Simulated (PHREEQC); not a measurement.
## Buffer: speciation

Make-up at 25 °C: 0.004 mol/kgw HF, 0.017 mol/kgw Na2CO3 and 0.00028 mol/kgw LiCl. Closed to the air; pH follows from the charge balance.

Computed with PHREEQC (ion-association model, phreeqc.dat).

This is a speciation only: nothing precipitates in the calculation.

Task: What pH does the model give?

Result: pH 10.46.

Task: In which forms is C present?

Result: CO3-2 58 %, HCO3- 25 %, NaCO3- 17 % of the C.

Species that the database lacks are ignored.
